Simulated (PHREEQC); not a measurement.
Solution (81 °C): 0.018 mol/kgw KHCO3. Closed to the air; pH follows from the charge balance.

Model: ion-association model, wateq4f.dat, run in PHREEQC.

| Property | Value |
|---|---|
| pH | 8.08 |
| ionic strength | 0.0182 mol/kgw |
| total alkalinity | 18.0 meq/kg |

```
species  molality  activity   log γ
-------  --------  --------  ------
K+         0.0180    0.0155  -0.066
HCO3-      0.0175    0.0152  -0.062
CO2      0.000276  0.000278   0.002
CO3-2    0.000241  0.000136  -0.248
OH-       3.57e-5   3.06e-5  -0.067
H+        9.46e-9   8.33e-9  -0.055
```

Precipitation was switched off in this run. Species that the database lacks are ignored. Constants without temperature data keep their 25 °C values here.
